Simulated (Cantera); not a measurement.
**N2O furnace oxynitridation**

An isothermal, constant-pressure homogeneous reactor starts with 99.3 % N₂O, 0.705 % N₂, at 1075 K and 1.01 bar.

Computed with Cantera and GRI-Mech 3.0 (53 species, 325 reactions). GRI-Mech 3.0 was tuned for natural gas; its chemistry of N2O as a main component is partial and can be far from experiment. The mechanism lacks the step 2 NO + O2 → 2 NO2, which can matter for NO2 below about 1400 K. The temperature is held fixed by assumption; the heat of reaction is taken as removed at once.

```json
[
 {"t (s)": "0.000700", "x N₂O": "0.993", "x O₂": "1.33e-5", "x NO₂": "8.26e-11", "x N₂": "0.00708", "x NO": "1.71e-6", "x O": "1.93e-7"},
 {"t (s)": "0.00203", "x N₂O": "0.993", "x O₂": "3.90e-5", "x NO₂": "7.06e-10", "x N₂": "0.00713", "x NO": "5.01e-6", "x O": "1.93e-7"},
 {"t (s)": "0.00591", "x N₂O": "0.993", "x O₂": "0.000114", "x NO₂": "5.91e-9", "x N₂": "0.00728", "x NO": "1.46e-5", "x O": "1.93e-7"},
 {"t (s)": "0.0172", "x N₂O": "0.992", "x O₂": "0.000330", "x NO₂": "4.81e-8", "x N₂": "0.00773", "x NO": "4.24e-5", "x O": "1.93e-7"},
 {"t (s)": "0.0499", "x N₂O": "0.990", "x O₂": "0.000959", "x NO₂": "3.67e-7", "x N₂": "0.00902", "x NO": "0.000123", "x O": "1.93e-7"},
 {"t (s)": "0.145", "x N₂O": "0.984", "x O₂": "0.00277", "x NO₂": "2.37e-6", "x N₂": "0.0128", "x NO": "0.000354", "x O": "1.92e-7"},
 {"t (s)": "0.421", "x N₂O": "0.968", "x O₂": "0.00795", "x NO₂": "1.11e-5", "x N₂": "0.0234", "x NO": "0.00101", "x O": "1.90e-7"},
 {"t (s)": "1.22", "x N₂O": "0.922", "x O₂": "0.0222", "x NO₂": "3.74e-5", "x N₂": "0.0528", "x NO": "0.00279", "x O": "1.86e-7"},
 {"t (s)": "3.55", "x N₂O": "0.807", "x O₂": "0.0583", "x NO₂": "0.000102", "x N₂": "0.127", "x NO": "0.00718", "x O": "1.72e-7"},
 {"t (s)": "10.3", "x N₂O": "0.575", "x O₂": "0.132", "x NO₂": "0.000225", "x N₂": "0.278", "x NO": "0.0154", "x O": "1.42e-7"},
 {"t (s)": "30.0", "x N₂O": "0.267", "x O₂": "0.230", "x NO₂": "0.000358", "x N₂": "0.479", "x NO": "0.0242", "x O": "8.68e-8"}
]
```
x: mole fraction; the columns are a selection and need not sum to one.

Equilibrium at this temperature and pressure: N₂O 5.57e-9, O₂ 0.332, NO₂ 3.27e-6, N₂ 0.668, NO 7.84e-5, O 7.55e-10 (gas phase only).
